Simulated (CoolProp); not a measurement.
Vapour-liquid equilibrium of propylene (1) + R115 (2) at 214.3 K; x and y are mole fractions of (1).

Values from CoolProp's multi-fluid Helmholtz-energy mixture model, Lemmon 2013 and Lemmon 2016; pair parameters Bell 2016.

```tsv
x	bubble pressure, mixture model (kPa)	bubble pressure, Raoult's law (kPa)	y, mixture model	y, Raoult's law
0.05	[?]	39.37	[?]	0.075
0.2	[?]	42.46	0.424	0.278
0.35	[?]	45.56	0.553	0.453
0.5	65.46	48.65	0.628	0.606
0.65	66.89	51.75	0.686	0.741
0.8	66.62	54.85	[?]	0.860
0.95	[?]	57.94	[?]	0.967
```

Problem. Some entries are withheld; supply them.

Solution. 
- 0.05, bubble pressure, mixture model (kPa): 43.36
- 0.05, y, mixture model: 0.157
- 0.2, bubble pressure, mixture model (kPa): 55.06
- 0.35, bubble pressure, mixture model (kPa): 61.97
- 0.8, y, mixture model: 0.756
- 0.95, bubble pressure, mixture model (kPa): 62.46
- 0.95, y, mixture model: 0.902

The largest gap from Raoult's law is +36.0 % in bubble pressure, at x = 0.35. y crosses x between x = 0.65 and 0.8: the model has an azeotrope there.

Pair parameters are fitted to limited data, so mixtures are less certain than the pure fluids.
